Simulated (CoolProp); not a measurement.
Vapour-liquid equilibrium of m-xylene (1) + o-xylene (2) at 0.627 MPa; x and y are mole fractions of (1).

Model: multi-fluid Helmholtz-energy mixture model, Zhou 2012 and Zhou 2012; pair parameters Bell 2016, in CoolProp.

```csv
x,"bubble temperature, mixture model (K)","bubble temperature, Raoult's law (K)","y, mixture model","y, Raoult's law"
0.05,502.3,502.3,0.054,0.056
0.125,501.9,501.8,0.135,0.138
0.2,501.4,501.3,0.215,0.219
0.275,500.8,500.8,0.295,0.299
0.35,500.3,500.3,0.373,0.377
0.425,499.8,499.8,0.449,0.453
0.5,499.3,499.3,0.525,0.529
0.575,498.8,498.8,0.599,0.603
0.65,498.3,498.3,0.672,0.676
0.725,497.8,497.8,0.744,0.747
0.8,497.3,497.3,0.815,0.818
0.875,496.8,496.8,0.885,0.887
0.95,496.4,496.4,0.954,0.955
```

The largest gap from Raoult's law is +0.1 K in bubble temperature, at x = 0.2. No azeotrope shows between x = 0.05 and 0.95.

Pair parameters are fitted to limited data, so mixtures are less certain than the pure fluids.
